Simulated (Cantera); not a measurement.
Input: 1 mol SiCl₄, 2.6 mol Cl₂, a varied amount of H₂, equilibrated at 1277 °C and 73000 Pa.

Cantera equilibrium calculation (NASA polynomials, part measured and part estimated; ideal gas, pure solids and liquids). Candidate condensed phases: Si; 19 gas species. The tables' values for SiCl₃ are old estimates; treat these amounts as uncertain. Rates play no part.

At 0.4 mol H₂, list the 4 most abundant gas species with their mole fractions, and the condensed phases.

Cl₂ 0.498, SiCl₄ 0.242, HCl 0.193, Cl 0.0669. Condensed: gas only.
